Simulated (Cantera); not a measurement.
# Catalytic stagnation flow on Pt

A jet of 1.51 % H2, 6.74 % O2, 91.8 % N2, equivalence ratio 0.11 at 300 K and 2700 Pa hits a platinum plate 4.8 cm away at a mass flux of 0.046 kg/m²/s; the plate temperature is set and raised in steps from an oxygen-covered start.

Cantera simulation using Deutschmann's 1995 Pt surface mechanism with GRI-Mech 3.0 gas chemistry; the numbers are that mechanism's predictions, not measurements. Catalytic surfaces can have several steady states; this one follows from the mechanism file's or the stated starting coverage.

```csv
plate T (K),wall x H2,wall x O2,wall x H2O,wall x OH,θ free Pt,θ O*,θ OH*
600,0.00268,0.0541,0.0241,<1e-8,0.0816,0.915,0.00307
650,0.00265,0.0541,0.0240,<1e-8,0.0864,0.912,0.00206
700,0.00250,0.0539,0.0242,<1e-8,0.0969,0.902,0.00151
750,0.00209,0.0535,0.0248,<1e-8,0.124,0.874,0.00123
800,0.00161,0.0530,0.0256,<1e-8,0.173,0.825,0.00108
850,0.00125,0.0527,0.0262,1.52e-8,0.237,0.762,0.000949
```
x: mole fraction at the wall; θ: surface coverage.
